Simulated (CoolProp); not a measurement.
Vapour-liquid equilibrium of R22 (1) + acetone (2) at 329.8 K; x and y are mole fractions of (1).

The numbers come from the multi-fluid Helmholtz-energy mixture model, Kamei 1995 and Lemmon 2006; pair parameters Bell 2016 in CoolProp.

**Question.** Give the bubble pressure and the first vapour's composition at x = 0.05, 0.275, 0.5. Is there an azeotrope?

**Answer.** x = 0.05: 1.886 bar, y = 0.461; x = 0.275: 4.540 bar, y = 0.802; x = 0.5: 7.836 bar, y = 0.913. No azeotrope shows between x = 0.05 and 0.95.

The pair parameters rest on a limited set of measurements; away from them the model extrapolates.
